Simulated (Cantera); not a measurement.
Cantera run, input and output.

```python
import numpy as np
import cantera as ct

gas = ct.Solution("gri30.yaml")


def delay(T, t_max=10):
    gas.TPX = T, 60000, {'C3H8': 1, 'O2': 5.56, 'N2': 30.6, 'H2': 0.15}
    reactor = ct.IdealGasConstPressureReactor(gas, clone=False)
    net = ct.ReactorNet([reactor])
    net.rtol, net.atol = 1e-8, 1e-16
    while net.time < t_max:
        t_old, T_old = net.time, reactor.T
        net.step()
        if reactor.T > T + 400:  # ignition: a rise of 400 K
            return t_old + (T + 400 - T_old) / (reactor.T - T_old) * (net.time - t_old)
    return np.nan


taus = []
for T in [1298, 1348, 1398, 1448, 1498, 1548]:
    taus.append(delay(T))
    print(f"T0 = {T:6g} K   tau = {taus[-1]:.4e} s")
```

Output:

```
T0 =   1298 K   tau = 1.5133e-03 s
T0 =   1348 K   tau = 7.1439e-04 s
T0 =   1398 K   tau = 3.7247e-04 s
T0 =   1448 K   tau = 2.1288e-04 s
T0 =   1498 K   tau = 1.3206e-04 s
T0 =   1548 K   tau = 8.7938e-05 s
```

Model: GRI-Mech 3.0 (53 species, 325 reactions), integrated in Cantera. GRI-Mech 3.0 was tuned for natural gas; its chemistry of propane as a main component is partial and can be far from experiment.
